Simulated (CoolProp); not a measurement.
Vapour-liquid equilibrium of R114 (1) + R113 (2) at 0.245 MPa; x and y are mole fractions of (1).

The numbers come from the multi-fluid Helmholtz-energy mixture model, Platzer 1990 and Marx 1992; pair parameters Bell 2016 in CoolProp. This equation is an older, rougher fit; its heat capacities, sound speeds and derivatives of the liquid may be far off and weren't checked against measurements.

### Question
Give the bubble temperature and the first vapour's composition at x = 0.05, 0.25, 0.35. Is there an azeotrope?

### Answer
x = 0.05: 346.1 K, y = 0.144; x = 0.25: 331.9 K, y = 0.539; x = 0.35: 326.2 K, y = 0.662. No azeotrope shows between x = 0.05 and 0.95.

Pair parameters are fitted to limited data, so mixtures are less certain than the pure fluids.
